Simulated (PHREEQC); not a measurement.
Solution A (0.031 mol/kgw CsOH) is mixed with solution B (0.0011 mol/kgw HF, 0.16 mol/kgw (CH3)4NF and 0.00011 mol/kgw (NH4)2SiF6) at 25 °C; shares are by mass of water, 1 kg in all. Oxygen alone is held at its pressure in air (log pO2 = -0.68). The system is closed to CO2. The run lets Quartz precipitate or redissolve, and no other solid.

The series has 11 steps of share of solution B, from 0 to 1.

Equilibrium calculation in PHREEQC: ion-association model, wateq4f.dat.

Between which two steps does the pH jump most, and from what to what?

Between share of solution B = 0.9 and 1: from 11.02 to 5.40.

Complexes and solids missing from the database can't appear. (CH3)4N+ isn't in the database: it is added as a free cation with an ion size of 4 Å. SiF6-2 is the database's only silicon fluoride.
